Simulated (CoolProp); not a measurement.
Properties of dodecamethylpentasiloxane (MD3M) along the isotherm 283.25 °C (Tc = 354.9 °C, pc = 0.9540 MPa, ω = 0.730).

The numbers come from the reference Helmholtz-energy equation of state, Thol 2019 in CoolProp.

```json
[
 {"p (MPa)": "0.0151", "phase": "gas", "Z": "0.9904", "cp (kJ/(kg K))": "1.984", "cv (kJ/(kg K))": "1.961", "fugacity coefficient": "0.9904"},
 {"p (MPa)": "0.0228", "phase": "gas", "Z": "0.9854", "cp (kJ/(kg K))": "1.986", "cv (kJ/(kg K))": "1.962", "fugacity coefficient": "0.9856"},
 {"p (MPa)": "0.0343", "phase": "gas", "Z": "0.9779", "cp (kJ/(kg K))": "1.988", "cv (kJ/(kg K))": "1.963", "fugacity coefficient": "0.9783"},
 {"p (MPa)": "0.0518", "phase": "gas", "Z": "0.9663", "cp (kJ/(kg K))": "1.991", "cv (kJ/(kg K))": "1.965", "fugacity coefficient": "0.9673"},
 {"p (MPa)": "0.0781", "phase": "gas", "Z": "0.9484", "cp (kJ/(kg K))": "1.997", "cv (kJ/(kg K))": "1.967", "fugacity coefficient": "0.9508"},
 {"p (MPa)": "0.118", "phase": "gas", "Z": "0.9202", "cp (kJ/(kg K))": "2.007", "cv (kJ/(kg K))": "1.972", "fugacity coefficient": "0.9257"},
 {"p (MPa)": "0.178", "phase": "gas", "Z": "0.8746", "cp (kJ/(kg K))": "2.026", "cv (kJ/(kg K))": "1.979", "fugacity coefficient": "0.8882"},
 {"p (MPa)": "0.268", "phase": "gas", "Z": "0.7966", "cp (kJ/(kg K))": "2.069", "cv (kJ/(kg K))": "1.992", "fugacity coefficient": "0.8317"},
 {"p (MPa)": "0.405", "phase": "liquid", "Z": "0.05823", "cp (kJ/(kg K))": "2.301", "cv (kJ/(kg K))": "2.018", "fugacity coefficient": "0.6106"},
 {"p (MPa)": "0.61", "phase": "liquid", "Z": "0.08717", "cp (kJ/(kg K))": "2.293", "cv (kJ/(kg K))": "2.017", "fugacity coefficient": "0.4175"},
 {"p (MPa)": "0.921", "phase": "liquid", "Z": "0.1305", "cp (kJ/(kg K))": "2.282", "cv (kJ/(kg K))": "2.015", "fugacity coefficient": "0.2890"},
 {"p (MPa)": "1.39", "phase": "liquid", "Z": "0.1948", "cp (kJ/(kg K))": "2.269", "cv (kJ/(kg K))": "2.013", "fugacity coefficient": "0.2046"},
 {"p (MPa)": "2.1", "phase": "liquid", "Z": "0.2900", "cp (kJ/(kg K))": "2.254", "cv (kJ/(kg K))": "2.011", "fugacity coefficient": "0.1495"},
 {"p (MPa)": "3.16", "phase": "liquid", "Z": "0.4287", "cp (kJ/(kg K))": "2.239", "cv (kJ/(kg K))": "2.008", "fugacity coefficient": "0.1148"},
 {"p (MPa)": "4.77", "phase": "liquid", "Z": "0.6332", "cp (kJ/(kg K))": "2.224", "cv (kJ/(kg K))": "2.006", "fugacity coefficient": "0.09442"}
]
```
